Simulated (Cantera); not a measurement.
Charge: 1 mol HMDSO, a varied amount of H₂O, held at 1323.15 K and 1000 Pa.

Cantera equilibrium calculation (NASA polynomials, part measured and part estimated; ideal gas, pure solids and liquids). Candidate condensed phases: C, C₆H₆, C₇H₈, C₈H₁₈, H₂O, Si, SiC, SiO₂; 123 gas species. The feed counts by its element totals alone. Mutual solubility and eutectic melting of coexisting phases are not modelled. The tables hold silica as quartz up to 1696 K and as liquid above; real silica turns to tridymite and cristobalite and melts near 1996 K. The numbers say what is thermodynamically allowed, not how fast it happens.

Task: Which condensed phases are stable at each of these points (n(H₂O) (mol)): 0.1, 0.15, 0.22, 0.31, 0.46, 0.67, 0.98, 1.4, 2.1, 3, 4.4, 6.5, 9.4?

Result: 
| n(H₂O) (mol) | condensed phases | Si condensed (%) |
|---|---|---|
| 0.1 | C(graphite) + SiC(s) + SiO₂(β-quartz) | 100.0 |
| 0.15 | C(graphite) + SiC(s) + SiO₂(β-quartz) | 100.0 |
| 0.22 | C(graphite) + SiC(s) + SiO₂(β-quartz) | 100.0 |
| 0.31 | C(graphite) + SiC(s) + SiO₂(β-quartz) | 100.0 |
| 0.46 | C(graphite) + SiC(s) + SiO₂(β-quartz) | 100.0 |
| 0.67 | C(graphite) + SiC(s) + SiO₂(β-quartz) | 100.0 |
| 0.98 | C(graphite) + SiC(s) + SiO₂(β-quartz) | 100.0 |
| 1.4 | C(graphite) + SiC(s) + SiO₂(β-quartz) | 100.0 |
| 2.1 | C(graphite) + SiC(s) + SiO₂(β-quartz) | 100.0 |
| 3 | C(graphite) + SiC(s) + SiO₂(β-quartz) | 99.9 |
| 4.4 | C(graphite) + SiO₂(β-quartz) | 99.9 |
| 6.5 | C(graphite) + SiO₂(β-quartz) | 100.0 |
| 9.4 | SiO₂(β-quartz) | 100.0 |

From 0.1 mol H₂O to 3 mol H₂O the condensed part is C(graphite) + SiC(s) + SiO₂(β-quartz). From 4.4 mol H₂O to 6.5 mol H₂O the condensed part is C(graphite) + SiO₂(β-quartz). At 9.4 mol H₂O the condensed part is SiO₂(β-quartz).
